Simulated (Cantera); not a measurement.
Input: 1 mol toluene, 5.2 mol H2O, 6.2 mol H2, at 2098.15 K and 2.70 bar.

Method: chemical equilibrium by Gibbs-energy minimisation in Cantera with the NASA 1993 tables (ideal gas, pure condensed phases). Candidate condensed phases: C, C6H6, C7H8, C8H18, H2O; 110 gas species. Rates play no part.

Base state: H2 0.744, CO 0.252, H 0.00162, C2H2 (acetylene) 0.00106, CH4 0.000496, H2O 4.10e-5, CH3 2.10e-5 (mole fractions); condensed: C(graphite).

What changes in the equilibrium state with this change: temperature from 2098.15 K to 1200 K?


```
species             before    after
----------------  --------  -------
H2                   0.744    0.719
CO                   0.252    0.244
CH4               0.000496   0.0221
H2O                4.10e-5   0.0123
H                  0.00162  1.02e-7
C2H2 (acetylene)   0.00106  7.38e-8
CO2                2.82e-6  0.00303
CH3                2.10e-5  5.96e-8
C(graphite), mol      1.75     1.67
```

What changes in the equilibrium state with this change: pressure from 2.70 bar to 15.0 bar?


```csv
species,before,after
H2,0.744,0.742
CO,0.252,0.253
CH4,0.000496,0.00274
H,0.00162,0.000685
CO2,2.82e-6,1.57e-5
H2O,4.10e-5,0.000228
C2H4,8.54e-6,4.72e-5
CH3,2.10e-5,4.93e-5
C2H2 (acetylene),0.00106,0.00106
"C(graphite), mol",1.75,1.70
```
